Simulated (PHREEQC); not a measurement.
Model water analysis in mg/kgw, 35 °C, pH 6.14, pe 11.8:

```csv
constituent,mg/kgw
Na,4.42
K,0.000511
Ca,10.5
Mg,0.447
Cl,8.05
S(6) as SO4,4.48
Alkalinity as HCO3,20.2
Cu(2),0.0445
Cd,0.487
Br,0.144
```

Valence states are taken as typed.

Model: ion-association model, wateq4f.dat, run in PHREEQC.

- ionic strength: 0.00103 mol/kgw
- charge-balance error: 7.8 %

| species | molality | activity | log γ |
|---|---|---|---|
| CO2 | 0.000471 | 0.000471 | 0.000 |
| HCO3- | 0.000330 | 0.000318 | -0.016 |
| Ca+2 | 0.000259 | 0.000224 | -0.063 |
| Cl- | 0.000227 | 0.000219 | -0.016 |
| Na+ | 0.000192 | 0.000185 | -0.016 |
| SO4-2 | 4.45e-5 | 3.84e-5 | -0.063 |
| Mg+2 | 1.81e-5 | 1.57e-5 | -0.063 |
| Cd+2 | 4.17e-6 | 3.60e-6 | -0.064 |
| CaSO4 | 1.88e-6 | 1.88e-6 | 0.000 |
| Br- | 1.80e-6 | 1.74e-6 | -0.016 |
| CaHCO3+ | 1.07e-6 | 1.03e-6 | -0.016 |
| H+ | 7.50e-7 | 7.24e-7 | -0.015 |
| Cu+2 | 5.33e-7 | 4.62e-7 | -0.063 |

Precipitation was switched off in this run.
